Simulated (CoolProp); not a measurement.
CH2F2 (R32) at 249.06 K and 0.192 MPa is throttled through a valve to 0.113 MPa with no heat exchange. Each further row changes one setting.

Model: reference Helmholtz-energy equation of state, Tillner-Roth 1997, in CoolProp.

| case | temperature change (K) | final density (kg/m³) |
|---|---|---|
| as stated | ___ | ___ |
| outlet pressure 0.0339 MPa | -8.4 | 0.890 |
| outlet pressure 0.147 MPa | ___ | ___ |

**Question.** Complete the blanks.

**Answer.** 
- as stated, temperature change (K): -4.0
- as stated, final density (kg/m³): 2.97
- outlet pressure 0.147 MPa, temperature change (K): -2.2
- outlet pressure 0.147 MPa, final density (kg/m³): 3.87
